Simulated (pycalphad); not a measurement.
An equivalent pycalphad script:

```python
from pycalphad import Database, equilibrium, calculate, variables as v
import numpy as np
db = Database('COST507.tdb')
comps = ['HF', 'C', 'VA']
phases = ['BCC_A2', 'FCC_A1', 'GRAPHITE', 'HCP_A3', 'LIQUID']
eq = equilibrium(db, comps, phases, {v.X('C'): 0.363, v.T: np.arange(3300, 499, -50), v.P: 101325, v.N: 1}, output=['HM', 'SM'])
```

Source of the numbers: pycalphad with the COST 507 light-alloy database (1999); pressure 1 atm. The database dates from 1999; later assessments differ in places, in temperatures and in the compounds included. Amounts are mole fractions of atoms. Kinetics are ignored, which matters at the lower temperatures.

Results at three of the temperatures:

```
T = 3200.00 K, P = 101325 Pa, N = 1 mol of atoms
G = -294453 J/mol, H = -5326 J/mol, S = 90.35 J/(mol K)  (SER reference)
chemical potentials (J/mol): Hf -298189, C -287898
phase             fraction      x(Hf)       x(C)
FCC_A1              1.0000     0.6370     0.3630
```

```
T = 1850.00 K, P = 101325 Pa, N = 1 mol of atoms
G = -184010 J/mol, H = -50731 J/mol, S = 72.04 J/(mol K)  (SER reference)
chemical potentials (J/mol): Hf -136857, C -266756
phase             fraction      x(Hf)       x(C)
FCC_A1              1.0000     0.6370     0.3630
```

```
T = 1300.00 K, P = 101325 Pa, N = 1 mol of atoms
G = -147139 J/mol, H = -67156 J/mol, S = 61.53 J/(mol K)  (SER reference)
chemical potentials (J/mol): Hf -82975, C -259737
phase             fraction      x(Hf)       x(C)
FCC_A1              0.9861     0.6325     0.3675
HCP_A3              0.0139     0.9586     0.0414
```

Changes of the phase set, refined by bisection:

| T (K) | phases above | phases below |
|---|---|---|
| 3221.3 | fcc + liquid | fcc |
| 1556.6 | fcc | fcc + hcp |

FCC_A1 is fcc; HCP_A3 is hcp. The fcc model also describes the rock-salt carbide or nitride (TiC, TiN, HfC).
